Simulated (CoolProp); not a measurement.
Computed with CoolProp (reference Helmholtz-energy equation of state, McLinden 2015).

**Question.** For the fluoroketone C6F12O (FK-5-1-12), give the phase and the cv (kJ/(kg K)), Joule-Thomson coefficient (K/MPa) at 500 K and 0.0202 MPa.

**Answer.** 
- 500 K and 0.0202 MPa: gas; cv 1.04, Joule-Thomson coefficient 5.55
